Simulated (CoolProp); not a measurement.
Properties of normal hydrogen along the isotherm -249.45 °C.

Computed with CoolProp (reference Helmholtz-energy equation of state, Leachman 2009).

| p (bar) | phase | cp (kJ/(kg K)) | cv (kJ/(kg K)) | isothermal compressibility (1/MPa) | viscosity (µPa s) | Prandtl number |
|---|---|---|---|---|---|---|
| 4.05 | liquid | 11.87 | … | 0.02872 | 10.6 | 1.21 |
| 8.1 | liquid | 11.49 | 5.879 | 0.02600 | 11.0 | 1.21 |
| 12.2 | liquid | 11.16 | 5.885 | 0.02380 | 11.4 | 1.20 |
| 16.2 | liquid | 10.89 | 5.891 | … | 11.7 | 1.20 |
| 20.3 | liquid | 10.66 | … | 0.02050 | … | 1.20 |
| 24.3 | liquid | 10.45 | 5.900 | 0.01922 | 12.4 | 1.20 |
| 28.4 | liquid | 10.27 | 5.905 | 0.01809 | 12.8 | 1.20 |
| 32.4 | liquid | 10.11 | 5.908 | 0.01712 | 13.1 | 1.20 |

### Question
Complete the blanks.

### Answer

- 4.05, cv (kJ/(kg K)): 5.873
- 16.2, isothermal compressibility (1/MPa): 0.02203
- 20.3, cv (kJ/(kg K)): 5.896
- 20.3, viscosity (µPa s): 12.1

Viscosity comes from a separate model (Muzny 2013). Thermal conductivity comes from a separate model (Assael 2011).
